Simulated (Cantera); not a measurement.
Feed: 1 mol CCl4, 1.1 mol H2, 1.1 mol HCl, held at 8.40 Pa.

Cantera equilibrium calculation (NASA polynomials, part measured and part estimated; ideal gas, pure solids and liquids). Candidate condensed phases: C, C6H6, C7H8, C8H18; 91 gas species. Rates play no part. All values below are at 2577 °C.

Base state: Cl 0.567, H 0.363, C 0.0408, C3 0.0193, C2 0.00626, HCl 0.00266, H2 0.00117, C2H 0.000180 (mole fractions); condensed: gas only.

Task: What changes in the equilibrium state with this change: pressure from 8.40 Pa to 1.60 Pa?

Result: 
| species | before | after |
|---|---|---|
| Cl | 0.567 | 0.551 |
| H | 0.363 | 0.356 |
| C | 0.0408 | 0.0817 |
| C3 | 0.0193 | 0.00562 |
| C5 | 2.02e-5 | 8.57e-7 |
| C4 | 1.26e-5 | 1.40e-6 |
| C2H | 0.000180 | 2.57e-5 |
| HCl | 0.00266 | 0.000483 |
